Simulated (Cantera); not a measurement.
An isothermal, constant-pressure homogeneous reactor starts with 1.37 % H2, 98.2 % O2, 0.461 % N2, at 1275 K and 1200 Pa.

Detailed kinetics in Cantera: GRI-Mech 3.0 (53 species, 325 reactions). Radical loss at walls, strong at low pressure, is not modelled.

x: mole fraction; the columns are a selection and need not sum to one.

```json
[
 {"t (s)": "0.000300", "x H2": "0.0137", "x O2": "0.982", "x O": "1.61e-8", "x H2O": "7.09e-9", "x HO2": "___"},
 {"t (s)": "0.000621", "x H2": "0.0137", "x O2": "0.982", "x O": "6.25e-8", "x H2O": "4.64e-8", "x HO2": "___"},
 {"t (s)": "0.00129", "x H2": "0.0137", "x O2": "0.982", "x O": "4.89e-7", "x H2O": "5.04e-7", "x HO2": "___"},
 {"t (s)": "0.00266", "x H2": "0.0137", "x O2": "0.982", "x O": "2.33e-5", "x H2O": "2.65e-5", "x HO2": "___"},
 {"t (s)": "0.00552", "x H2": "0.00300", "x O2": "0.972", "x O": "0.00768", "x H2O": "0.00883", "x HO2": "___"},
 {"t (s)": "0.0114", "x H2": "7.86e-5", "x O2": "0.969", "x O": "0.0115", "x H2O": "0.0127", "x HO2": "8.07e-7"},
 {"t (s)": "0.0237", "x H2": "7.20e-5", "x O2": "0.970", "x O": "0.0109", "x H2O": "0.0127", "x HO2": "7.84e-7"},
 {"t (s)": "0.0490", "x H2": "6.50e-5", "x O2": "0.971", "x O": "0.00979", "x H2O": "0.0128", "x HO2": "7.49e-7"},
 {"t (s)": "0.101", "x H2": "5.33e-5", "x O2": "0.973", "x O": "0.00795", "x H2O": "0.0130", "x HO2": "___"},
 {"t (s)": "0.210", "x H2": "3.70e-5", "x O2": "0.976", "x O": "0.00545", "x H2O": "0.0132", "x HO2": "___"},
 {"t (s)": "0.435", "x H2": "2.02e-5", "x O2": "0.978", "x O": "0.00294", "x H2O": "0.0134", "x HO2": "___"},
 {"t (s)": "0.901", "x H2": "8.42e-6", "x O2": "0.980", "x O": "0.00121", "x H2O": "0.0136", "x HO2": "___"},
 {"t (s)": "1.87", "x H2": "2.83e-6", "x O2": "0.981", "x O": "0.000406", "x H2O": "0.0137", "x HO2": "___"},
 {"t (s)": "3.86", "x H2": "8.57e-7", "x O2": "0.981", "x O": "0.000122", "x H2O": "0.0138", "x HO2": "___"},
 {"t (s)": "8.00", "x H2": "2.57e-7", "x O2": "0.981", "x O": "3.68e-5", "x H2O": "0.0138", "x HO2": "___"}
]
```

Some entries are withheld; supply them.


- 0.000300, x HO2: 1.27e-8
- 0.000621, x HO2: 2.64e-8
- 0.00129, x HO2: 5.52e-8
- 0.00266, x HO2: 1.50e-7
- 0.00552, x HO2: 1.25e-6
- 0.101, x HO2: 6.83e-7
- 0.210, x HO2: 5.73e-7
- 0.435, x HO2: 4.19e-7
- 0.901, x HO2: 2.54e-7
- 1.87, x HO2: 1.27e-7
- 3.86, x HO2: 5.39e-8
- 8.00, x HO2: 2.19e-8
